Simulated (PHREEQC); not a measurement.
Solution (40 °C): 0.43 mol MgSO4, 0.19 mol Na2SO4 and 4.3e-05 mol H4SiO4 per kg of water. Closed to the air; pH follows from the charge balance.

The numbers come from PHREEQC with the Pitzer model, pitzer.dat.

Problem. The ionic strength comes out as 2.29 mol/kgw. What activity coefficients do Na+, Mg+2, MgOH+, SO4-2, HSO4- get?

Solution. Na+ 0.59, Mg+2 0.098, MgOH+ 0.41, SO4-2 0.044, HSO4- 0.61. Single-ion values are on the MacInnes scale.

No solid was allowed to form. Species that the database lacks are ignored. In brines, pH and single-ion activities rest on the MacInnes convention. Constants without temperature data keep their 25 °C values here.
